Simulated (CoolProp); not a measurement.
Saturation properties of CH3F (R41) (Tc = 44.1 °C, pc = 5906 kPa, ω = 0.200).

Computed with CoolProp (reference Helmholtz-energy equation of state, Lemmon 2006). It is a short technical equation, of lower accuracy than the large ones.

```csv
T (°C),p (kPa),liquid density (kg/m³),vapour density (kg/m³),enthalpy of vaporisation (kJ/kg),surface tension (mN/m)
-59.95,253.6,841.4,5.265,460.5,12.6
-56.75,292.3,834.1,6.024,455.4,12.2
-53.65,334.0,827.0,6.838,450.4,11.7
-50.45,381.7,819.6,7.768,445.0,11.2
-47.35,432.7,812.2,8.761,439.7,10.8
-44.15,490.7,804.5,9.889,434.1,10.3
-41.05,552.2,796.9,11.09,428.4,9.86
-37.85,621.7,788.9,12.45,422.4,9.40
-34.75,695.2,781.0,13.89,416.5,8.96
-31.55,777.7,772.7,15.52,410.1,8.51
-28.45,864.5,764.5,17.25,403.7,8.08
```

It boils at -78.4 °C under 1 atm.

Surface tension comes from a separate correlation (Mulero 2012).
